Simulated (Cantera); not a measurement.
Catalytic stagnation flow on Pt

A jet of H2 : O2 : N2 = 0.013 : 0.05 : 0.79 (molar parts) at 300 K and 0.217 atm hits a platinum plate 9.4 cm away at a mass flux of 0.089 kg/m²/s; the plate temperature is set and raised in steps from an oxygen-covered start.

Model: Deutschmann's 1995 Pt surface mechanism with GRI-Mech 3.0 gas chemistry, integrated in Cantera. Catalytic surfaces can have several steady states; this one follows from the mechanism file's or the stated starting coverage.

```json
[
 {"plate T (K)": "600", "wall x H2": "0.000895", "wall x O2": "0.0431", "wall x H2O": "0.0280", "wall x OH": "<1e-8", "θ free Pt": "0.0342", "θ O*": "0.960", "θ OH*": "0.00617"},
 {"plate T (K)": "650", "wall x H2": "0.000879", "wall x O2": "0.0431", "wall x H2O": "0.0279", "wall x OH": "<1e-8", "θ free Pt": "0.0364", "θ O*": "0.959", "θ OH*": "0.00416"},
 {"plate T (K)": "700", "wall x H2": "0.000791", "wall x O2": "0.0431", "wall x H2O": "0.0279", "wall x OH": "<1e-8", "θ free Pt": "0.0423", "θ O*": "0.955", "θ OH*": "0.00310"},
 {"plate T (K)": "750", "wall x H2": "0.000584", "wall x O2": "0.0429", "wall x H2O": "0.0281", "wall x OH": "<1e-8", "θ free Pt": "0.0601", "θ O*": "0.937", "θ OH*": "0.00266"},
 {"plate T (K)": "800", "wall x H2": "0.000392", "wall x O2": "0.0427", "wall x H2O": "0.0284", "wall x OH": "<1e-8", "θ free Pt": "0.0947", "θ O*": "0.903", "θ OH*": "0.00247"}
]
```
x: mole fraction at the wall; θ: surface coverage.
